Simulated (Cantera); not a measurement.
Charge: 1 mol Ti(OiPr)4, 7.8 mol H2O, 400 mol H2, equilibrated at 360 Pa.

Method: chemical equilibrium by Gibbs-energy minimisation in Cantera with the NASA 1993 tables (ideal gas, pure condensed phases). Candidate condensed phases: C, C6H6, C7H8, C8H18, H2O, Ti, TiC, TiO, TiO2, Ti2O3, Ti3O5, Ti4O7; 113 gas species. The feed counts by its element totals alone. Mutual solubility and eutectic melting of coexisting phases are not modelled. TiC, TiO: taken at fixed stoichiometry. Condensed phases not in the tables: solid solutions among these carbides, nitrides and lower oxides. Rates play no part.

x: gas mole fraction; n: condensed amount in mol.

```
T (K)   x H2    x CO       x H     x CH4    x H2O     x TiO  n C(graphite)  n Ti3O5(s)  n TiC(s)  n Ti2O3(s)  n TiO(s)
-----  -----  ------  --------  --------  -------  --------  -------------  ----------  --------  ----------  --------
1075   0.976  0.0235   2.42e-7  0.000155  1.04e-5    <1e-12           1.80       0.333         0           0         0
1150   0.974  0.0261   1.23e-6   3.09e-5  1.11e-5    <1e-12              0           0     0.677       0.162         0
1225   0.974  0.0261   5.13e-6   6.32e-6      [?]    <1e-12              0           0     0.681       0.159         0
1300   0.974  0.0261   1.82e-5   1.56e-6      [?]    <1e-12              0           0     0.682       0.159         0
1375   0.974  0.0261   5.64e-5   4.49e-7      [?]  1.42e-11              0           0     0.683       0.159         0
1450   0.974  0.0261  0.000156   1.48e-7      [?]  2.71e-10              0           0     0.683       0.158         0
1525   0.973  0.0261  0.000389   5.44e-8  1.88e-5   3.84e-9              0           0     0.683       0.158         0
1600   0.973  0.0261  0.000894   2.21e-8  2.02e-5   4.22e-8              0           0     0.684       0.158         0
1675   0.972  0.0263   0.00191   1.10e-8  1.90e-5   2.90e-7              0           0     0.604           0     0.396
```

**Question.** What belongs in the gaps?

**Answer.** 
- 1225, x H2O: 1.28e-5
- 1300, x H2O: 1.44e-5
- 1375, x H2O: 1.59e-5
- 1450, x H2O: 1.74e-5
